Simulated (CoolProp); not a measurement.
Vapour-liquid equilibrium of CH2F2 (R32) (1) + propane (2) at -16.45 °C; x and y are mole fractions of (1).

The numbers come from the multi-fluid Helmholtz-energy mixture model, Tillner-Roth 1997 and Lemmon 2009; pair parameters Bell 2016 in CoolProp.

### Question
Give the bubble pressure and the first vapour's composition at x = 0.05, 0.65, 0.8. Is there an azeotrope?

### Answer
x = 0.05: 396.2 kPa, y = 0.309; x = 0.65: 631.2 kPa, y = 0.634; x = 0.8: 620.6 kPa, y = 0.673. y crosses x between x = 0.5 and 0.65: the model has an azeotrope there.

The pair parameters rest on a limited set of measurements; away from them the model extrapolates. With so large a gap from Raoult's law the liquid may split in two, which this calculation doesn't test in full.
